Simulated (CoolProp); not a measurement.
Properties of R1233zd(E) along the isotherm 176.85 °C (Tc = 165.7 °C, pc = 3583 kPa, ω = 0.304).

Computed with CoolProp (reference Helmholtz-energy equation of state, Akasaka 2022).

| p (kPa) | phase | cv (kJ/(kg K)) | isothermal compressibility (1/MPa) |
|---|---|---|---|
| 28.3 | gas | 0.9144 | 35.43 |
| 64.5 | gas | 0.9149 | 15.60 |
| 147 | gas | 0.9161 | 6.897 |
| 334 | gas | (withheld) | (withheld) |
| 760 | gas | (withheld) | 1.423 |
| 1730 | gas | 0.9460 | 0.7181 |
| 3940 | supercritical | 1.053 | 1.036 |
| 8960 | supercritical | 0.9941 | (withheld) |

**Question.** Fill in the missing entries.

**Answer.** 
- 334, cv (kJ/(kg K)): 0.9189
- 334, isothermal compressibility (1/MPa): 3.092
- 760, cv (kJ/(kg K)): 0.9259
- 8960, isothermal compressibility (1/MPa): 0.02493
